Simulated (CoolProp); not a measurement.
Vapour-liquid equilibrium of benzene (1) + m-xylene (2) at 622 kPa; x and y are mole fractions of (1).

Computed with CoolProp (multi-fluid Helmholtz-energy mixture model, Thol 2012 and Zhou 2012; pair parameters Bell 2016).

```tsv
x	bubble temperature (K)	y at the bubble point	dew temperature at overall composition x (K)	liquid density (mol/L)
0.05	490.1	0.124	493.5	6.378
0.15	480.1	0.331	489.0	6.654
0.25	471.1	0.491	484.2	6.931
0.35	463.1	0.616	479.1	7.213
0.45	455.9	0.715	473.5	7.500
0.55	449.3	0.794	467.5	7.797
0.65	443.4	0.857	460.7	8.103
0.75	438.0	0.909	453.1	8.422
0.85	433.1	0.951	444.2	8.754
0.95	428.5	0.985	433.2	9.102
```

No azeotrope shows between x = 0.05 and 0.95.

Pair parameters are fitted to limited data, so mixtures are less certain than the pure fluids.
